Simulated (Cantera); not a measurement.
Feed: 1 mol NF₃, a varied amount of H₂, held at 1025 K and 0.370 bar.

These are equilibrium values from Cantera (NASA tables, ideal gas, pure condensed phases), not measurements of a reactor. Kinetics and transport are ignored.

Problem. At 0.64 mol H₂, list the 5 most abundant gas species with their mole fractions, and the condensed phases.

Solution. HF 0.463, F₂ 0.251, N₂ 0.178, F 0.103, NF₃ 0.00548. Condensed: gas only.
